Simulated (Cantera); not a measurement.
Feed: 1 mol AlN, 140 mol H2, 0.68 mol Cl2, equilibrated at 1750 K and 15.0 Pa.

Cantera equilibrium calculation (NASA polynomials, part measured and part estimated; ideal gas, pure solids and liquids). Candidate condensed phases: Al, AlCl3, AlN, NH4Cl; 20 gas species. Rates play no part.

Base state: H2 0.968, H 0.0187, AlCl 0.00653, N2 0.00350, HCl 0.00293, Al 0.000454, Cl 4.36e-5 (mole fractions); condensed: gas only.

### Question
What changes in the equilibrium state with this change: temperature from 1750 K to 1223 K?

### Answer
```json
[
 {"species": "H2", "before": "0.968", "after": "0.990"},
 {"species": "HCl", "before": "0.00293", "after": "0.00718"},
 {"species": "AlCl", "before": "0.00653", "after": "0.00175"},
 {"species": "H", "before": "0.0187", "after": "2.44e-5"},
 {"species": "Al", "before": "0.000454", "after": "9.70e-9"},
 {"species": "AlCl3", "before": "5.23e-9", "after": "0.000171"},
 {"species": "Cl", "before": "4.36e-5", "after": "1.53e-7"},
 {"species": "AlCl2", "before": "3.12e-6", "after": "0.000103"},
 {"species": "AlN(s), mol", "before": "0", "after": "0.715"}
]
```
The tables' values for AlCl2 are old estimates; treat these amounts as uncertain.
